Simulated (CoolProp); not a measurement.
Octamethylcyclotetrasiloxane (D4) along the isotherm 455.7 K: density (kg/m³) from the reference equation and from simpler models built on Tc = 586.5 K, pc = 1.347 MPa, ω = 0.598; each cubic takes its own stable root.

Model: reference Helmholtz-energy equation of state, Thol 2015, in CoolProp.

| p (MPa) | phase | reference | van der Waals | Redlich-Kwong |
|---|---|---|---|---|
| 0.259 | liquid | 756.5 | 22.93 | 23.90 |
| 0.518 | liquid | 758.0 | 435.5 | 622.4 |
| 0.777 | liquid | 759.5 | 441.6 | 627.3 |
| 1.04 | liquid | 761.0 | 447.1 | 632.1 |
| 1.3 | liquid | 762.4 | 452.0 | 636.5 |
| 1.55 | liquid | 763.7 | 456.2 | 640.6 |
| 1.81 | liquid | 765.0 | 460.3 | 644.6 |
| 2.07 | liquid | 766.4 | 464.1 | 648.4 |
| 2.33 | liquid | 767.7 | 467.7 | 652.0 |
| 2.59 | liquid | 769.0 | 471.0 | 655.6 |
| 2.85 | liquid | 770.2 | 474.1 | 658.9 |
| 3.11 | liquid | 771.5 | 477.0 | 662.2 |
| 3.37 | liquid | 772.7 | 479.8 | 665.3 |

At some of these states van der Waals, Redlich-Kwong gives the other phase, because its saturation line lies elsewhere.
